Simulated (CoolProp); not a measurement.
Vapour-liquid equilibrium of propane (1) + isobutene (2) at 336.6 K; x and y are mole fractions of (1).

The numbers come from the multi-fluid Helmholtz-energy mixture model, Lemmon 2009 and Lemmon 2005; pair parameters Bell 2016 in CoolProp.

| x | bubble pressure, mixture model (MPa) | bubble pressure, Raoult's law (MPa) | y, mixture model | y, Raoult's law |
|---|---|---|---|---|
| 0.05 | 0.9312 | 0.9184 | 0.117 | 0.124 |
| 0.2 | 1.154 | 1.132 | 0.361 | 0.401 |
| 0.35 | 1.354 | 1.346 | 0.526 | 0.591 |
| 0.5 | 1.547 | 1.559 | 0.658 | 0.728 |
| 0.65 | 1.747 | 1.773 | 0.773 | 0.833 |
| 0.8 | 1.959 | 1.986 | 0.877 | 0.915 |
| 0.95 | 2.189 | 2.200 | 0.971 | 0.981 |

The largest gap from Raoult's law is +1.9 % in bubble pressure, at x = 0.2. No azeotrope shows between x = 0.05 and 0.95.

Pair parameters are fitted to limited data, so mixtures are less certain than the pure fluids. The gap from Raoult's law changes sign with composition, which may be real or a fault of the pair parameters; it wasn't checked against measurements.
